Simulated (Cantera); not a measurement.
Feed: 1 mol PbO, a varied amount of CH₄, 11 mol H₂, at 1702 °C and 21000 Pa.

These are equilibrium values from Cantera (NASA tables, ideal gas, pure condensed phases), not measurements of a reactor. Candidate condensed phases: C, C₆H₆, C₇H₈, C₈H₁₈, H₂O, Pb, PbO, PbO₂, Pb₃O₄; 113 gas species. Equilibrium is a limit: real reactors are often held back by kinetics, nucleation or transport.

**Question.** Which condensed phases are stable at each of these points (n(CH₄) (mol)): 0.32, 0.41, 0.52, 0.65, 0.83, 1, 1.3, 1.7, 2.1, 2.7, 3.4, 4.3?

**Answer.** 
| n(CH₄) (mol) | condensed phases | Pb condensed (%) |
|---|---|---|
| 0.32 | gas only | 0.0 |
| 0.41 | gas only | 0.0 |
| 0.52 | gas only | 0.0 |
| 0.65 | gas only | 0.0 |
| 0.83 | gas only | 0.0 |
| 1 | gas only | 0.0 |
| 1.3 | C(graphite) | 0.0 |
| 1.7 | C(graphite) | 0.0 |
| 2.1 | C(graphite) | 0.0 |
| 2.7 | C(graphite) | 0.0 |
| 3.4 | C(graphite) | 0.0 |
| 4.3 | C(graphite) | 0.0 |

From 0.32 mol CH₄ to 1 mol CH₄ nothing is condensed. From 1.3 mol CH₄ to 4.3 mol CH₄ the condensed part is C(graphite).
